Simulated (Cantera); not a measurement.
An isothermal, constant-pressure homogeneous reactor starts with C2H6 : N2 = 1 : 3.6 (molar parts), at 1200 K and 47.0 Pa. Integrator tolerance rtol = 1e-08.

Computed with Cantera and GRI-Mech 3.0 (53 species, 325 reactions). GRI-Mech 3.0 stops at C3 and has no aromatics, soot or wall deposition, so with more carbon than oxygen in the feed, carbon stays in small species such as C2H2 where larger ones or solid carbon would form. Radical loss at walls, strong at low pressure, is not modelled.

Task: What does this change do: temperature 1200 to 1975 K?

Result: 
```tsv
quantity	before	after
x(C2H6) at 1.00 s	0.133 (gas-phase equilibrium 4.00e-9)	3.09e-7 (gas-phase equilibrium <1e-12)
x(CH3) at 1.00 s	0.00168 (gas-phase equilibrium 3.98e-7)	0.00127 (gas-phase equilibrium 8.43e-7)
x(C2H) at 1.00 s	2.19e-10 (gas-phase equilibrium 3.31e-10)	2.03e-5 (gas-phase equilibrium 0.000169)
x(CH4) at 1.00 s	0.0232 (gas-phase equilibrium 0.00125)	0.00809 (gas-phase equilibrium 3.56e-7)
x(CH2) at 1.00 s	2.00e-7 (gas-phase equilibrium 3.34e-12)	1.08e-5 (gas-phase equilibrium 1.29e-7)
x(H2) at 1.00 s	0.0486 (gas-phase equilibrium 0.301)	0.291 (gas-phase equilibrium 0.281)
```

Task: What does this change do: pressure from 47.0 Pa to 22000 Pa?

Result: 
```csv
quantity,before,after
x(C2H6) at 1.00 s,0.133 (gas-phase equilibrium 4.00e-9),0.000612 (gas-phase equilibrium 9.26e-5)
x(CH3) at 1.00 s,0.00168 (gas-phase equilibrium 3.98e-7),4.09e-6 (gas-phase equilibrium 2.80e-6)
x(C2H) at 1.00 s,2.19e-10 (gas-phase equilibrium 3.31e-10),7.10e-11 (gas-phase equilibrium 1.19e-11)
x(CH4) at 1.00 s,0.0232 (gas-phase equilibrium 0.00125),0.0311 (gas-phase equilibrium 0.128)
x(CH2) at 1.00 s,2.00e-7 (gas-phase equilibrium 3.34e-12),1.40e-11 (gas-phase equilibrium 1.62e-12)
x(H2) at 1.00 s,0.0486 (gas-phase equilibrium 0.301),0.197 (gas-phase equilibrium 0.136)
```
